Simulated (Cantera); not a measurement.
## Premixed flame

A freely propagating, adiabatic, planar premixed flame of H2 : O2 : N2 = 1 : 0.2 : 0.752 (molar parts), equivalence ratio 2.5, unburnt at 473 K and 1.00 atm; multicomponent transport, grid criteria slope 0.08 and curve 0.16, no radiation.

Model: the H2/O2 subset of GRI-Mech 3.0, which has no nitrogen chemistry, integrated in Cantera. Burning velocities carry a grid error of a few per cent, more on coarse grids.

```csv
z (mm),T (K),u (m/s),x H2,x O2,x O,x HO2,x H2O,x OH
-1.27,473,5.46,0.512,0.102,<1e-8,<1e-8,<1e-8,<1e-8
-0.847,473,5.46,0.512,0.102,<1e-8,<1e-8,<1e-8,<1e-8
-0.635,473,5.46,0.512,0.102,<1e-8,<1e-8,<1e-8,<1e-8
-0.424,473,5.46,0.512,0.102,<1e-8,3.08e-7,3.52e-7,<1e-8
-0.212,508,5.83,0.509,0.102,9.97e-6,0.000277,0.00124,6.95e-5
-0.106,766,8.63,0.481,0.0942,0.000199,0.000174,0.0230,0.000515
0,1144,12.5,0.402,0.0642,0.00156,6.88e-5,0.0902,0.00110
0.106,1402,15.2,0.323,0.0207,0.00178,2.06e-5,0.176,0.00190
0.212,1516,16.3,0.298,0.00415,0.000758,3.96e-6,0.209,0.00187
0.424,1617,17.3,0.299,0.000283,0.000358,2.62e-7,0.218,0.00194
0.847,1716,18.2,0.308,8.32e-5,0.000256,8.53e-8,0.220,0.00195
1.69,1812,19.1,0.318,4.91e-5,0.000158,5.32e-8,0.222,0.00175
3.39,1892,19.8,0.325,2.46e-5,8.06e-5,2.95e-8,0.224,0.00139
```
x: mole fraction of selected species; z is measured from the peak of heat release.

The laminar burning velocity is 546 cm/s, the thermal thickness is 0.424 mm and the peak x(O) comes out as 0.00209. The peak x(HO2) comes out as 0.000327. The peak x(OH) is 0.00197. The grid points is 127.
